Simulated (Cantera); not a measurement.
Charge: 1 mol SiCl4, 2.4 mol Cl2, 1.7 mol H2, held at 1200 K and 140000 Pa.

Equilibrium computed with Cantera from the NASA thermochemical tables; the gas is ideal and each condensed phase is pure. Candidate condensed phases: Si; 19 gas species. Rates play no part.

Q: What is the equilibrium state?

A: 
* **x(HCl)**: 0.666
* **x(SiCl4)**: 0.196
* **x(Cl2)**: 0.136
* **x(Cl)**: 0.00148
* **gas amount**: 5.104 mol
* **log10 activity of Si(s) (absent)**: -21.11
